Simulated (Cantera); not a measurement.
An adiabatic, constant-pressure homogeneous reactor starts with CH3OH : O2 : N2 : H2O = 1 : 0.938 : 3.52 : 1.5 (molar parts), equivalence ratio 1.6, at 1125 K and 5.00 bar.

Cantera simulation using GRI-Mech 3.0 (53 species, 325 reactions); the numbers are that mechanism's predictions, not measurements. GRI-Mech 3.0 was tuned for natural gas; its chemistry of methanol as a main component is partial and can be far from experiment.

Predict: time of steepest temperature rise; temperature at 1.00 s; equilibrium temperature; x(O2) at 1.00 s; x(H2O) at 1.00 s; x(H2) at 1.00 s; x(NO) at 1.00 s.


| Quantity | Result |
|---|---|
| time of steepest temperature rise | 6.62 ms |
| temperature at 1.00 s | 2250 K |
| equilibrium temperature | 2250 K |
| x(O2) at 1.00 s | 1.15e-5 (gas-phase equilibrium 1.15e-5) |
| x(H2O) at 1.00 s | 0.361 (gas-phase equilibrium 0.361) |
| x(H2) at 1.00 s | 0.0742 (gas-phase equilibrium 0.0742) |
| x(NO) at 1.00 s | 7.83e-5 (gas-phase equilibrium 7.83e-5) |
